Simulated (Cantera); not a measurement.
Mixture: 14.8 % H2, 14.5 % O2, 54.5 % N2, 16.2 % H2O, at 1.40 bar, adiabatic and at constant pressure. Ignition delay is the time to a rise of 400 K.

Detailed kinetics in Cantera: GRI-Mech 3.0 (53 species, 325 reactions). Where the delays flatten at high temperature, the 400 K rule measures the pace of heat release, not the induction time.

**Question.** Predict: delay at 1100 K; delay at 1200 K; delay at 1300 K; delay at 1400 K; delay at 1500 K; delay at 1600 K.

**Answer.** 
```json
{
 "delay at 1100 K": "0.488 ms",
 "delay at 1200 K": "60.4 µs",
 "delay at 1300 K": "31.9 µs",
 "delay at 1400 K": "22.2 µs",
 "delay at 1500 K": "18.0 µs",
 "delay at 1600 K": "16.4 µs"
}
```
